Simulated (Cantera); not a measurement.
Feed: 1 mol SiCl4, 73 mol H2, at 7.30 mbar.

Equilibrium computed with Cantera from the NASA thermochemical tables; the gas is ideal and each condensed phase is pure. Candidate condensed phases: Si; 19 gas species. Rates play no part.

Over these rows the condensed part is Si(s). Partial pressures as log10 of bar:

```
T (K)  1000/T (1/K)  log p SiCl4  log p H2  log p HCl
-----  ------------  -----------  --------  ---------
1298         0.7704        -6.42     -2.16      -3.51
1348         0.7418        -6.84     -2.16      -3.51
1398         0.7153        -7.23     -2.16      -3.51
1448         0.6906            ?     -2.16      -3.52
1498         0.6676        -7.94     -2.16      -3.52
1548         0.6460        -8.27     -2.16      -3.52
```

**Question.** Fit log p(SiCl4) = a + b·(1000/T) to the five rows, give the apparent enthalpy, and predict the row at 1448 K.

**Answer.** Means: 1000/T = 0.7082, log p = -7.340. Sxy = 0.157011, Sxx = 0.0105654, so b = 14.86 and a = -7.340 − (14.86)×0.7082 = -17.86.
Apparent enthalpy: −19.145 × (14.86) = -284 kJ/mol. With the condensed phases at unit activity, Si(s) + 4 HCl(g) = SiCl4(g) + 2 H2(g) links this pressure to the main gases: over the six rows their terms move log p by -0.04 in all, so the slope is close to that reaction's ΔH°. The five rows lie within 0.01 of the line.
Prediction at 1448 K: -17.86 + (14.86)×0.6906 = -7.60. The computed value is -7.60, 0.00 from the line.
